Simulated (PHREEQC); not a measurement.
0.82 g of hydrous ferric oxide (600 m²/g; 0.2 weak and 0.005 strong sites per Fe, Dzombak-Morel constants, diffuse double layer) in 1 kg of water with 0.005 mol/kgw of an inert sodium salt, at 25 °C; the pH is set by adding NaOH or the inert anion's acid. O2 is buffered at 0.21 atm. CO2 from the air is kept out. No solid was allowed to form.

All values are PHREEQC results (ion-association model, wateq4f.dat), not measurements.

Task: Predict surface charge σ (C/m²), surface potential ψ (mV) at pH = 4.5, 5.25, 8.25.

Result: 
| pH | surface charge σ (C/m²) | surface potential ψ (mV) |
|---|---|---|
| 4.5 | 0.133 | 177 |
| 5.25 | 0.075 | 148 |
| 8.25 | -0.001 | -8 |

The oxide is taken as insoluble; below pH 4 it would dissolve.
